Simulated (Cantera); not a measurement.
Input (Python, Cantera) and output of one run.

```python
import numpy as np
import cantera as ct

gas_names = [...]  # 47 gases of nasa_gas.yaml made of Cl, H, N, O, Si
cond_names = """
    H2O(s) H2O(L) NH4CL(a) NH4CL(b) Si(cr) Si(L) SiO2(Lqz) SiO2(hqz) SiO2(L) Si2N2O(s) Si3N4(a)
""".split()


# ... load() reads the species with a 1 bar reference pressure and builds the phases ...
atoms = {
    'SiH2Cl2': {'Si': 1, 'H': 2, 'CL': 2},
    'O3': {'O': 3},
    'N2': {'N': 2},
}
top_T = {'Si2N2O(s)': 2100, 'Si3N4(a)': 2400}  # K; cautious upper limits of use, not melting points


# ... equilibrate(T, P, feed) seeds the gas with the atoms and calls Mixture.equilibrate('TP', solver="vcs", rtol=1e-11, max_steps=5000) ...
results = []
feed = {'SiH2Cl2': 1, 'O3': 2.2, 'N2': 3.1}  # mol
P = 49  # Pa
for T in [925, 1000, 1075, 1150, 1225, 1300, 1375, 1450, 1525]:
    mix = equilibrate(T, P, feed)
    results.append((T, P, feed, dict(zip(mix.species_names, mix.species_moles))))

top = {s: max(r[3][s] / sum(r[3][g] for g in gas_names) for r in results) for s in gas_names}
cols = sorted((s for s in top if top[s] > 0.001), key=lambda s: -top[s])[:8]
seen = [c for c in cond_names if any(r[3].get(c, 0) > 1e-12 for r in results)]
print("log10 of partial pressures in bar; condensed amounts in mol")
print(f"{'T/K':>10s}" + "".join(f"{s[:9]:>10s}" for s in cols + seen))
for T, P, feed, n in results:
    ng = sum(n[g] for g in gas_names)
    print(f"{T:10.4g}" + "".join(f"{np.log10(max(n[s] / ng * P / 1e5, 1e-99)):10.3f}" for s in cols)
          + "".join(f"{n.get(c, 0):10.4g}" for c in seen))
```

It prints:

```
log10 of partial pressures in bar; condensed amounts in mol
       T/K        N2        O2       HCL        CL       H2O       CL2        NO SiO2(hqz)
       925    -3.683    -3.827    -3.943    -6.444    -5.006    -5.014    -8.257         1
      1000    -3.685    -3.826    -3.929    -5.979    -5.106    -5.136    -7.869         1
      1075    -3.686    -3.825    -3.922    -5.591    -5.175    -5.268    -7.536         1
      1150    -3.687    -3.826    -3.921    -5.278    -5.198    -5.432    -7.248         1
      1225    -3.689    -3.828    -3.927    -5.036    -5.163    -5.644    -6.995         1
      1300    -3.690    -3.832    -3.939    -4.854    -5.083    -5.896    -6.773         1
      1375    -3.692    -3.837    -3.957    -4.713    -4.985    -6.163    -6.576         1
      1450    -3.694    -3.843    -3.980    -4.598    -4.888    -6.427    -6.400         1
      1525    -3.695    -3.849    -4.007    -4.501    -4.799    -6.680    -6.242         1
```

These are equilibrium values from Cantera (NASA tables, ideal gas, pure condensed phases), not measurements of a reactor. The tables hold silica as quartz up to 1696 K and as liquid above; real silica turns to tridymite and cristobalite and melts near 1996 K.
